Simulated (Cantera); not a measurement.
## SiH₂Cl₂ + O₃ + N₂ (silicon oxide and oxynitride deposition)

Input: 1 mol SiH₂Cl₂, 0.18 mol O₃, 2 mol N₂, held at 58.0 Pa.

Cantera equilibrium calculation (NASA polynomials, part measured and part estimated; ideal gas, pure solids and liquids). Candidate condensed phases: H₂O, NH₄Cl, Si, SiO₂, Si₂N₂O, Si₃N₄; 47 gas species. N₂ is the only nitrogen source here; it is nearly inert below about 1500 K, so the nitride shown seldom forms there in practice. Mutual solubility and eutectic melting of coexisting phases are not modelled. The tables' values for SiCl₃ are old estimates; treat these amounts as uncertain. The tables hold silica as quartz up to 1696 K and as liquid above; real silica turns to tridymite and cristobalite and melts near 1996 K. Rates play no part.

From 750 K to 825 K the condensed part is SiO₂(α-quartz) + Si₂N₂O(s). From 900 K to 1350 K the condensed part is SiO₂(β-quartz) + Si₂N₂O(s). The main Si-bearing gas is SiCl₄ throughout. The share of Si in condensed phases is highest at 750 K (98.3 %) and lowest at 1350 K (93.2 %).

```csv
T (K),log p HCl,log p N₂,log p H₂,log p SiCl₄,log p SiCl₂,log p SiCl₃,log p SiO,log p Cl,n SiO₂(α-quartz),n Si₂N₂O(s),n SiO₂(β-quartz)
750,-3.50,-3.60,-5.24,-5.54,<-15,-11.64,<-15,-13.34,0.0324,0.475,0
825,-3.50,-3.60,-5.16,-5.46,-13.38,-10.39,<-15,-12.01,0.0337,0.473,0
900,-3.50,-3.60,-5.09,-5.39,-11.65,-9.36,<-15,-10.90,0,0.470,0.0349
975,-3.51,-3.60,-5.03,-5.33,-10.19,-8.48,-13.95,-9.96,0,0.468,0.0361
1050,-3.51,-3.59,-4.98,-5.28,-8.94,-7.74,-12.00,-9.15,0,0.465,0.0373
1125,-3.51,-3.59,-4.93,-5.24,-7.86,-7.09,-10.32,-8.45,0,0.463,0.0385
1200,-3.52,-3.59,-4.89,-5.21,-6.92,-6.54,-8.85,-7.84,0,0.460,0.0399
1275,-3.52,-3.59,-4.84,-5.21,-6.11,-6.07,-7.55,-7.30,0,0.455,0.0424
1350,-3.53,-3.59,-4.77,-5.29,-5.43,-5.71,-6.40,-6.85,0,0.442,0.0478
```
log p: log10 of the partial pressure in bar; n: condensed amount in mol.
